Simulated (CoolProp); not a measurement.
The numbers come from the reference Helmholtz-energy equation of state, Setzmann 1991 in CoolProp.

Q: For methane, give the phase and the viscosity (µPa s), fugacity coefficient at 150.2 K and 8 bar; 150.2 K and 54.5 bar.

A: 
- 150.2 K and 8 bar: gas; viscosity 5.89, fugacity coefficient 0.885
- 150.2 K and 54.5 bar: liquid; viscosity 61.8, fugacity coefficient 0.191

Viscosity comes from a separate model (Quiñones-Cisneros 2006).
